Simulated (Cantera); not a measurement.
An adiabatic, constant-pressure homogeneous reactor starts with C₃H₈ : O₂ : N₂ = 1 : 3.85 : 14.5 (molar parts), at 1350 K and 230000 Pa. Integrator tolerance rtol = 1e-08.

Cantera simulation using GRI-Mech 3.0 (53 species, 325 reactions); the numbers are that mechanism's predictions, not measurements. GRI-Mech 3.0 was tuned for natural gas; its chemistry of propane as a main component is partial and can be far from experiment.

Problem. What does this change do: pressure from 230000 Pa to 1200000 Pa?

Solution. 
```
quantity                                                            before                                    after
---------------------------------  ---------------------------------------  ---------------------------------------
time of steepest temperature rise                                 0.310 ms                                 0.128 ms
temperature at 0.300 s                                              2778 K                                   2866 K
equilibrium temperature                                             2778 K                                   2866 K
x(C₃H₈) at 0.300 s                   <1e-12 (gas-phase equilibrium <1e-12)    <1e-12 (gas-phase equilibrium <1e-12)
x(O₂) at 0.300 s                   0.00315 (gas-phase equilibrium 0.00315)  0.00148 (gas-phase equilibrium 0.00148)
x(HO₂) at 0.300 s                  1.71e-6 (gas-phase equilibrium 1.71e-6)  1.80e-6 (gas-phase equilibrium 1.80e-6)
x(NO) at 0.300 s                   0.00401 (gas-phase equilibrium 0.00401)  0.00312 (gas-phase equilibrium 0.00312)
x(HCN) at 0.300 s                  1.41e-8 (gas-phase equilibrium 1.41e-8)  6.21e-8 (gas-phase equilibrium 6.21e-8)
x(HCO) at 0.300 s                  1.75e-7 (gas-phase equilibrium 1.75e-7)  4.62e-7 (gas-phase equilibrium 4.62e-7)
```
The pressure lies above the range GRI-Mech 3.0 was tuned for (to about 10 atm).

Problem. What does this change do: initial temperature 1350 to 1450 K?

Solution. 
```
quantity                                                            before                                    after
---------------------------------  ---------------------------------------  ---------------------------------------
time of steepest temperature rise                                 0.310 ms                                  84.8 µs
temperature at 0.300 s                                              2778 K                                   2822 K
equilibrium temperature                                             2778 K                                   2822 K
x(C₃H₈) at 0.300 s                   <1e-12 (gas-phase equilibrium <1e-12)    <1e-12 (gas-phase equilibrium <1e-12)
x(O₂) at 0.300 s                   0.00315 (gas-phase equilibrium 0.00315)  0.00400 (gas-phase equilibrium 0.00400)
x(HO₂) at 0.300 s                  1.71e-6 (gas-phase equilibrium 1.71e-6)  2.22e-6 (gas-phase equilibrium 2.22e-6)
x(NO) at 0.300 s                   0.00401 (gas-phase equilibrium 0.00401)  0.00480 (gas-phase equilibrium 0.00480)
x(HCN) at 0.300 s                  1.41e-8 (gas-phase equilibrium 1.41e-8)  1.54e-8 (gas-phase equilibrium 1.54e-8)
x(HCO) at 0.300 s                  1.75e-7 (gas-phase equilibrium 1.75e-7)  2.01e-7 (gas-phase equilibrium 2.01e-7)
```
